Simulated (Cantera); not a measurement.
Input: 1 mol SiH2Cl2, 5.5 mol NH3, held at 50.0 Pa.

Cantera equilibrium calculation (NASA polynomials, part measured and part estimated; ideal gas, pure solids and liquids). Candidate condensed phases: NH4Cl, Si, Si3N4; 28 gas species. Rates play no part.

Over these rows the condensed part is Si3N4(s). Partial pressures as log10 of bar:

| T (K) | 1000/T (1/K) | log p SiCl2 | log p H2 | log p N2 | log p HCl |
|---|---|---|---|---|---|
| 1073 | 0.9320 | -8.01 | -3.48 | -4.07 | -4.09 |
| 1123 | 0.8905 | -7.44 | -3.48 | -4.07 | -4.09 |
| 1173 | 0.8525 | -6.92 | -3.48 | -4.07 | -4.09 |
| 1223 | 0.8177 | ? | -3.48 | -4.07 | -4.10 |
| 1273 | 0.7855 | -6.02 | -3.47 | -4.07 | -4.10 |
| 1323 | 0.7559 | -5.65 | -3.47 | -4.07 | -4.12 |

Fit log p(SiCl2) = a + b·(1000/T) to the five rows, give the apparent enthalpy, and predict the row at 1223 K.

Means: 1000/T = 0.8433, log p = -6.808. Sxy = -0.284234, Sxx = 0.0211598, so b = -13.43 and a = -6.808 − (-13.43)×0.8433 = 4.52.
Apparent enthalpy: −19.145 × (-13.43) = 257 kJ/mol. With the condensed phases at unit activity, 1/3 Si3N4(s) + 2 HCl(g) = SiCl2(g) + H2(g) + 2/3 N2(g) links this pressure to the main gases: over the six rows their terms move log p by -0.07 in all, so the slope is close to that reaction's ΔH°. The five rows lie within 0.02 of the line.
Prediction at 1223 K: 4.52 + (-13.43)×0.8177 = -6.46. The computed value is -6.44, 0.02 from the line.
